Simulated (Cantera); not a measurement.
Mixture: 43.1 % H2, 12.0 % O2, 44.9 % N2, at 760 Torr, adiabatic and at constant pressure. Ignition delay is the time to a rise of 400 K.

Detailed kinetics in Cantera: GRI-Mech 3.0 (53 species, 325 reactions). Below about 950 K walls govern HO2 and H2O2 in real vessels.

Task: Predict: delay at 923 K; delay at 998 K; delay at 1073 K; delay at 1148 K; delay at 1223 K; delay at 1298 K; delay at 1373 K.

Result: 
- delay at 923 K: 60.9 ms
- delay at 998 K: 0.391 ms
- delay at 1073 K: 0.126 ms
- delay at 1148 K: 68.9 µs
- delay at 1223 K: 44.7 µs
- delay at 1298 K: 32.0 µs
- delay at 1373 K: 24.7 µs
